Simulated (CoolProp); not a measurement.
The fluoroketone C6F12O (FK-5-1-12) along the isobar 903 kPa: density (kg/m³) from the reference equation and from simpler models built on Tc = 168.7 °C, pc = 1869 kPa, ω = 0.471; each cubic takes its own stable root.

Model: reference Helmholtz-energy equation of state, McLinden 2015, in CoolProp.

```json
[
 {"T (°C)": "43.95", "phase": "liquid", "reference": "1549"},
 {"T (°C)": "56.15", "phase": "liquid", "reference": "1509"},
 {"T (°C)": "68.35", "phase": "liquid", "reference": "1468"},
 {"T (°C)": "80.55", "phase": "liquid", "reference": "1424"},
 {"T (°C)": "92.75", "phase": "liquid", "reference": "1376"},
 {"T (°C)": "104.95", "phase": "liquid", "reference": "1324"},
 {"T (°C)": "117.15", "phase": "liquid", "reference": "1266"},
 {"T (°C)": "129.35", "phase": "liquid", "reference": "1196"},
 {"T (°C)": "141.55", "phase": "gas", "reference": "112.8"},
 {"T (°C)": "153.65", "phase": "gas", "reference": "104.2"},
 {"T (°C)": "165.85", "phase": "gas", "reference": "97.48"},
 {"T (°C)": "178.05", "phase": "gas", "reference": "92.06"},
 {"T (°C)": "190.25", "phase": "gas", "reference": "87.51"},
 {"T (°C)": "202.45", "phase": "gas", "reference": "83.60"},
 {"T (°C)": "214.65", "phase": "gas", "reference": "80.16"},
 {"T (°C)": "226.85", "phase": "gas", "reference": "77.10"}
]
```

Q: How far does each simpler model (van der Waals, Redlich-Kwong, Soave-Redlich-Kwong, Peng-Robinson) lie from the reference over these 16 states: mean and median of the absolute difference, and the worst?

A: 
- van der Waals: mean 31.2 %, median 24.5 %, worst -90.8 % at 129.35 °C and 903 kPa
- Redlich-Kwong: mean 13.8 %, median 9.3 %, worst -90.3 % at 129.35 °C and 903 kPa
- Soave-Redlich-Kwong: mean 5.6 %, median 5.0 %, worst -14.9 % at 129.35 °C and 903 kPa
- Peng-Robinson: mean 1.9 %, median 1.6 %, worst -3.6 % at 129.35 °C and 903 kPa

At some of these states van der Waals, Redlich-Kwong gives the other phase, because its saturation line lies elsewhere.
